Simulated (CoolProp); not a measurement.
A closed Brayton cycle with carbon dioxide: compressor inlet 320.15 K and 8.8 MPa, high pressure 22.3 MPa, turbine inlet 780 K, compressor efficiency 0.85, turbine efficiency 0.9, recuperator effectiveness 0.8 (on enthalpy, no pinch check). Each further row changes one setting.

The numbers come from the reference Helmholtz-energy equation of state, Span 1996 in CoolProp.

```json
[
 {"case": "as stated", "thermal efficiency (%)": "27.9", "net work (kJ/kg)": "74.5", "compressor to turbine work": "0.35", "compressor exit (K)": "388.3", "turbine exit (K)": "672.1"},
 {"case": "turbine inlet 730 K", "thermal efficiency (%)": "26.6", "net work (kJ/kg)": "65.9", "compressor to turbine work": "0.38", "compressor exit (K)": "388.3", "turbine exit (K)": "626.0"},
 {"case": "compressor inlet 330.15 K", "thermal efficiency (%)": "26.8", "net work (kJ/kg)": "66.5", "compressor to turbine work": "0.42", "compressor exit (K)": "408.4", "turbine exit (K)": "672.1"},
 {"case": "high pressure 19 MPa", "thermal efficiency (%)": "25.9", "net work (kJ/kg)": "64.4", "compressor to turbine work": "0.33", "compressor exit (K)": "376.4", "turbine exit (K)": "690.3"},
 {"case": "recuperator effectiveness 0.5", "thermal efficiency (%)": "20.3", "net work (kJ/kg)": "74.5", "compressor to turbine work": "0.35", "compressor exit (K)": "388.3", "turbine exit (K)": "672.1"}
]
```
